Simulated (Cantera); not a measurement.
Input (Python, Cantera):

```python
import numpy as np
import cantera as ct

gas = ct.Solution("gri30.yaml")


def delay(T, t_max=10):
    gas.TPX = T, 760000, {'CO': 1, 'H2': 0.73, 'O2': 0.786, 'N2': 2.96}
    reactor = ct.IdealGasConstPressureReactor(gas, clone=False)
    net = ct.ReactorNet([reactor])
    net.rtol, net.atol = 1e-8, 1e-16
    while net.time < t_max:
        t_old, T_old = net.time, reactor.T
        net.step()
        if reactor.T > T + 400:  # ignition: a rise of 400 K
            return t_old + (T + 400 - T_old) / (reactor.T - T_old) * (net.time - t_old)
    return np.nan


taus = []
for T in [1150, 1200, 1250, 1300, 1350, 1400]:
    taus.append(delay(T))
    print(f"T0 = {T:6g} K   tau = {taus[-1]:.4e} s")
```

Output:

```
T0 =   1150 K   tau = 6.4570e-05 s
T0 =   1200 K   tau = 2.0638e-05 s
T0 =   1250 K   tau = 1.0294e-05 s
T0 =   1300 K   tau = 6.6169e-06 s
T0 =   1350 K   tau = 4.8098e-06 s
T0 =   1400 K   tau = 3.7495e-06 s
```

Cantera simulation using GRI-Mech 3.0 (53 species, 325 reactions); the numbers are that mechanism's predictions, not measurements. The hydrogen kinetics of GRI-Mech 3.0 are dated; newer H2 mechanisms differ, most at raised pressure.
